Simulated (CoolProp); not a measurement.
Vapour-liquid equilibrium of R22 (1) + R114 (2) at 11.35 °C; x and y are mole fractions of (1).

Values from CoolProp's multi-fluid Helmholtz-energy mixture model, Kamei 1995 and Platzer 1990; pair parameters Bell 2016. This equation is an older, rougher fit; its heat capacities, sound speeds and derivatives of the liquid may be far off and weren't checked against measurements.

```json
[
 {"x": "0.05", "bubble pressure (kPa)": "186.2", "y at the bubble point": "0.296", "dew pressure at overall composition x (kPa)": "141.6", "liquid density (mol/L)": "8.919"},
 {"x": "0.125", "bubble pressure (kPa)": "250.2", "y at the bubble point": "0.501", "dew pressure at overall composition x (kPa)": "152.8", "liquid density (mol/L)": "9.186"},
 {"x": "0.2", "bubble pressure (kPa)": "303.2", "y at the bubble point": "0.609", "dew pressure at overall composition x (kPa)": "165.9", "liquid density (mol/L)": "9.472"},
 {"x": "0.275", "bubble pressure (kPa)": "348.8", "y at the bubble point": "0.679", "dew pressure at overall composition x (kPa)": "181.3", "liquid density (mol/L)": "9.776"},
 {"x": "0.35", "bubble pressure (kPa)": "389.6", "y at the bubble point": "0.730", "dew pressure at overall composition x (kPa)": "199.8", "liquid density (mol/L)": "10.10"},
 {"x": "0.425", "bubble pressure (kPa)": "427.3", "y at the bubble point": "0.772", "dew pressure at overall composition x (kPa)": "222.2", "liquid density (mol/L)": "10.46"},
 {"x": "0.5", "bubble pressure (kPa)": "463.3", "y at the bubble point": "0.807", "dew pressure at overall composition x (kPa)": "249.9", "liquid density (mol/L)": "10.83"},
 {"x": "0.575", "bubble pressure (kPa)": "498.5", "y at the bubble point": "0.839", "dew pressure at overall composition x (kPa)": "284.6", "liquid density (mol/L)": "11.24"},
 {"x": "0.65", "bubble pressure (kPa)": "533.8", "y at the bubble point": "0.870", "dew pressure at overall composition x (kPa)": "328.7", "liquid density (mol/L)": "11.69"},
 {"x": "0.725", "bubble pressure (kPa)": "569.5", "y at the bubble point": "0.898", "dew pressure at overall composition x (kPa)": "384.9", "liquid density (mol/L)": "12.17"},
 {"x": "0.8", "bubble pressure (kPa)": "606.0", "y at the bubble point": "0.927", "dew pressure at overall composition x (kPa)": "455.5", "liquid density (mol/L)": "12.70"},
 {"x": "0.875", "bubble pressure (kPa)": "643.7", "y at the bubble point": "0.954", "dew pressure at overall composition x (kPa)": "540.4", "liquid density (mol/L)": "13.27"},
 {"x": "0.95", "bubble pressure (kPa)": "682.5", "y at the bubble point": "0.982", "dew pressure at overall composition x (kPa)": "637.7", "liquid density (mol/L)": "13.91"}
]
```

No azeotrope shows between x = 0.05 and 0.95.

Pair parameters are fitted to limited data, so mixtures are less certain than the pure fluids.
